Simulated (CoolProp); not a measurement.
Vapour-liquid equilibrium of acetone (1) + methanol (2) at 0.000392 MPa; x and y are mole fractions of (1).

Model: multi-fluid Helmholtz-energy mixture model, Lemmon 2006 and de Reuck 1993; pair parameters Bell 2016, in CoolProp.

```csv
x,"bubble temperature, mixture model (K)","bubble temperature, Raoult's law (K)","y, mixture model","y, Raoult's law"
0.05,237.0,239.6,0.312,0.149
0.2,231.6,236.2,0.623,0.464
0.35,229.4,233.4,0.723,0.658
0.5,228.1,231.1,0.781,0.786
0.65,227.2,229.2,0.832,0.875
0.8,226.4,227.5,0.889,0.939
0.95,225.7,226.0,0.966,0.987
```

The largest gap from Raoult's law is -4.6 K in bubble temperature, at x = 0.2. No azeotrope shows between x = 0.05 and 0.95.

Pair parameters are fitted to limited data, so mixtures are less certain than the pure fluids.
